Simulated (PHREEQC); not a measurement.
Dissolve 0.014 mol HF, 0.00031 mol KF, 0.00053 mol H4SiO4 and 0.014 mol H2SO4 per kg of water at 25 °C. Closed to the air; pH follows from the charge balance.

The numbers come from PHREEQC with the ion-association model, phreeqc.dat.

| quantity | before | after |
|---|---|---|
| pH | 1.72 | 2.18 |
| ionic strength (mol/kgw) | 0.0290 | 0.0808 |
| HF (mol/kgw) | 0.0106 | 9.81e-6 |
| HSO4- (mol/kgw) | 0.00751 | 0.00609 |
| SO4-2 (mol/kgw) | 0.00649 | 0.0189 |
| F- (mol/kgw) | 0.000445 | 1.30e-6 |
| SI of Quartz (SiO2) | -2.32 | +0.71 |

Task: Which change was made?
A) H2SO4 replaced by Al2(SO4)3 at the same molality
B) 0.02 mol/kgw LiNO3 added
C) H4SiO4 replaced by K2SiO3 at the same molality
D) H2SO4 from 0.014 to 0.021 mol/kgw
E) diluted 5-fold with water

Result: A, H2SO4 replaced by Al2(SO4)3 at the same molality

No solid was allowed to form. Some of these states are supersaturated (in Quartz (slow to form), Chalcedony (slow to form), for instance). SiF6-2 is the database's only silicon fluoride. Fluoro complexes past AlF4- and FeF3 are missing from the database.
